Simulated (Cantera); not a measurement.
Charge: 1 mol borazine, 0.46 mol H2O, 0.22 mol N2, at 720 Pa.

Equilibrium computed with Cantera from the NASA thermochemical tables; the gas is ideal and each condensed phase is pure. Candidate condensed phases: B, BN, B2O3, B3O3H3, H2O; 39 gas species. The feed counts by its element totals alone. The tables' values for BH2 are old estimates; treat these amounts as uncertain. The numbers say what is thermodynamically allowed, not how fast it happens. All values below are at 1875 K.

Base state: H2 0.798, N2 0.106, HBO 0.0610, B2O2 0.0155, BO 0.00867, H 0.00690, B2O3 0.00245, HBO2 0.00132 (mole fractions); condensed: BN(s).

What changes in the equilibrium state with this change: pressure from 720 Pa to 10000 Pa?


```
species      before     after
----------  -------  --------
H2            0.798     0.824
N2            0.106     0.100
HBO          0.0610    0.0435
B2O3        0.00245    0.0114
B2O2         0.0155   0.00764
B2O         1.31e-5   6.84e-7
H2O         6.06e-5  0.000593
HBO2        0.00132   0.00895
BO          0.00867   0.00163
BN(s), mol     2.56      2.63
```

What changes in the equilibrium state with this change: borazine replaced by B2O3?


```csv
species,before,after
HBO2,0.00132,0.446
B2O3,0.00245,0.367
N2,0.106,0.130
H2,0.798,0.00332
B2O2,0.0155,1.27e-5
H2O,6.06e-5,0.0459
HBO,0.0610,0.000113
O2,<1e-9,0.000296
NO,<1e-9,8.10e-5
"BN(s), mol",2.56,0
```
